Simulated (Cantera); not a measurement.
An adiabatic, constant-volume homogeneous reactor starts with H₂ : O₂ : N₂ = 1 : 0.227 : 0.855 (molar parts), at 1625 K and 1.68 atm.

Computed with Cantera and GRI-Mech 3.0 (53 species, 325 reactions).

Problem. Predict: time of steepest temperature rise; temperature at 2.00 s; equilibrium temperature; x(H₂) at 2.00 s; x(O₂) at 2.00 s; x(NO) at 2.00 s; x(O) at 2.00 s; x(H₂O) at 2.00 s; x(OH) at 2.00 s.

Solution. 
| Quantity | Result |
|---|---|
| time of steepest temperature rise | 5.83 µs |
| temperature at 2.00 s | 2996 K |
| equilibrium temperature | 2996 K |
| x(H₂) at 2.00 s | 0.271 (gas-phase equilibrium 0.271) |
| x(O₂) at 2.00 s | 0.000451 (gas-phase equilibrium 0.000451) |
| x(NO) at 2.00 s | 0.00166 (gas-phase equilibrium 0.00166) |
| x(O) at 2.00 s | 0.00141 (gas-phase equilibrium 0.00141) |
| x(H₂O) at 2.00 s | 0.220 (gas-phase equilibrium 0.220) |
| x(OH) at 2.00 s | 0.0129 (gas-phase equilibrium 0.0129) |
